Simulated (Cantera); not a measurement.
An isothermal, constant-pressure homogeneous reactor starts with NH3 : N2 = 1 : 0.19 (molar parts), at 1723 K and 75000 Pa.

Computed with Cantera and the gas-phase N/H chemistry of the illustrative SiF4/NH3 mechanism in the Surface Chemkin manual (1991). Walls and surfaces, which speed up NH3 decomposition in real reactors, are not modelled.

x: mole fraction; the columns are a selection and need not sum to one.

```csv
t (s),x NH3,x N,x NH2,x N2H4,x H2
7.00e-5,0.840,3.13e-12,2.77e-5,3.59e-9,1.40e-5
0.000163,0.840,2.94e-11,6.39e-5,1.95e-8,3.38e-5
0.000382,0.840,1.17e-10,0.000139,9.25e-8,9.42e-5
0.000891,0.840,3.62e-10,0.000227,2.48e-7,0.000338
0.00208,0.839,7.93e-10,0.000249,2.98e-7,0.00111
0.00485,0.837,1.67e-9,0.000248,2.95e-7,0.00295
0.0113,0.831,3.65e-9,0.000245,2.88e-7,0.00723
0.0265,0.819,7.79e-9,0.000239,2.75e-7,0.0171
0.0618,0.792,1.49e-8,0.000229,2.53e-7,0.0391
0.144,0.734,(withheld),0.000214,(withheld),(withheld)
0.337,0.623,3.10e-8,0.000189,1.71e-7,0.177
0.786,0.447,3.49e-8,0.000149,1.07e-7,0.320
1.83,0.247,3.42e-8,9.70e-5,4.53e-8,0.484
4.28,0.0989,2.67e-8,4.80e-5,1.11e-8,0.604
10.0,(withheld),(withheld),(withheld),(withheld),(withheld)
```

### Question
What belongs in the gaps?

### Answer

- 0.144, x N: 2.37e-8
- 0.144, x N2H4: 2.20e-7
- 0.144, x H2: 0.0864
- 10.0, x NH3: 0.0316
- 10.0, x N: 1.48e-8
- 10.0, x NH2: 1.83e-5
- 10.0, x N2H4: 1.61e-9
- 10.0, x H2: 0.659
